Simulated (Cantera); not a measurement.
Equilibrium for boron, boron nitride and boron oxide: borazine + H2

Input: 1 mol borazine, 36 mol H2, held at 0.610 bar.

These are equilibrium values from Cantera (NASA tables, ideal gas, pure condensed phases), not measurements of a reactor. Candidate condensed phases: B, BN; 15 gas species. The feed counts by its element totals alone. Mutual solubility and eutectic melting of coexisting phases are not modelled. The tables' values for BH2 are old estimates; treat these amounts as uncertain. Gases not in the tables: B2H6 and higher boranes. The numbers say what is thermodynamically allowed, not how fast it happens.

From 1075 °C to 1675 °C the condensed part is BN(s). From 1825 °C to 1975 °C the condensed part is B(s) + BN(s).

```
T (°C)  log p H2  log p H  log p N2  log p BH2  log p BH3  log p B  log p BH  log p NH3  n BN(s)  n B(s)
------  --------  -------  --------  ---------  ---------  -------  --------  ---------  -------  ------
1075       -0.21    -5.74     -7.40      -7.40      -7.30     <-12      <-12      -8.01     3.00       0
1225       -0.21    -4.87     -6.34      -6.20      -6.51     <-12    -11.39      -7.70     3.00       0
1375       -0.21    -4.16     -5.45      -5.24      -5.88   -10.60     -9.66      -7.43     3.00       0
1525       -0.21    -3.56     -4.70      -4.45      -5.37    -8.84     -8.23      -7.21     3.00       0
1675       -0.22    -3.05     -4.06      -3.79      -4.94    -7.37     -7.03      -7.01     2.99       0
1825       -0.22    -2.62     -3.32      -3.31      -4.67    -6.20     -6.10      -6.75     2.94  0.0283
1975       -0.22    -2.24     -2.50      -3.00      -4.53    -5.28     -5.39      -6.44     2.59   0.342
```
log p: log10 of the partial pressure in bar; n: condensed amount in mol.
